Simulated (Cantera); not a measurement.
A Cantera script and its output.

```python
import numpy as np
import cantera as ct

gas = ct.Solution("h2o2.yaml")
gas.TPX = 1175, 1333, {'H2': 0.18, 'O2': 1}
reactor = ct.IdealGasConstPressureReactor(gas, energy="off", clone=False)
net = ct.ReactorNet([reactor])
net.rtol, net.atol = 1e-08, 1e-18
show = ['H2', 'O2', 'OH', 'H2O2', 'O', 'HO2']
times = np.geomspace(4e-06, 10, 11)

steps = ct.SolutionArray(gas, extra=["t"])
rows = []
print(f"{'t/s':>10s}{'T/K':>9s}{'P/Pa':>11s}" + "".join(f"{s:>11s}" for s in show))
for t in times:
    while net.time < t:
        t_next = net.step()
        steps.append(gas.state, t=t_next)
    rows.append([np.interp(t, steps.t, y) for y in (steps.T, steps.P, *steps(*show).X.T)])
    print(f"{t:10.3e}{rows[-1][0]:9.1f}{rows[-1][1]:11.4g}" + "".join(f"{x:11.3e}" for x in rows[-1][2:]))
rate = np.gradient(steps.T, steps.t)
print("integrator steps:", len(steps.t))
if steps.T.max() > steps.T[0] + 200:
    print(f"time of steepest temperature rise: {steps.t[rate.argmax()]:.4e} s")
gas.TPX = 1175, 1333, {'H2': 0.18, 'O2': 1}
gas.equilibrate("TP")
print(f"equilibrium (TP): T = {gas.T:.1f} K  " + "  ".join(f"{s} {gas[s].X[0]:.3e}" for s in show))
```

Result:

```
       t/s      T/K       P/Pa         H2         O2         OH       H2O2          O        HO2
 4.000e-06   1175.0       1333  1.525e-01  8.475e-01  9.926e-12  5.800e-15  1.023e-11  2.929e-10
 1.745e-05   1175.0       1333  1.525e-01  8.475e-01  1.548e-10  1.103e-13  1.751e-10  1.278e-09
 7.615e-05   1175.0       1333  1.525e-01  8.475e-01  1.844e-09  2.098e-12  2.670e-09  5.585e-09
 3.322e-04   1175.0       1333  1.525e-01  8.475e-01  6.856e-08  4.016e-11  1.160e-07  2.497e-08
 1.450e-03   1175.0       1333  8.520e-02  8.084e-01  9.065e-03  3.941e-07  2.061e-02  5.744e-06
 6.325e-03   1175.0       1333  4.595e-03  7.772e-01  6.758e-03  2.515e-07  4.754e-02  8.144e-06
 2.759e-02   1175.0       1333  1.242e-03  8.213e-01  3.551e-03  3.062e-07  1.160e-02  6.965e-06
 1.204e-01   1175.0       1333  7.256e-05  8.338e-01  8.586e-04  1.436e-07  6.715e-04  1.826e-06
 5.253e-01   1175.0       1333  4.800e-06  8.347e-01  2.246e-04  3.554e-08  4.561e-05  2.141e-07
 2.292e+00   1175.0       1333  5.686e-07  8.348e-01  7.822e-05  8.373e-09  5.529e-06  3.222e-08
 1.000e+01   1175.0       1333  9.541e-08  8.348e-01  3.224e-05  1.987e-09  9.399e-07  9.775e-09
integrator steps: 2111
equilibrium (TP): T = 1175.0 K  H2 1.178e-08  O2 8.349e-01  OH 1.133e-05  H2O2 3.321e-10  O 1.163e-07  HO2 1.241e-08
```

Computed with Cantera and the H2/O2 subset of GRI-Mech 3.0, which has no nitrogen chemistry. Radical loss at walls, strong at low pressure, is not modelled. The temperature is held fixed by assumption; the heat of reaction is taken as removed at once.
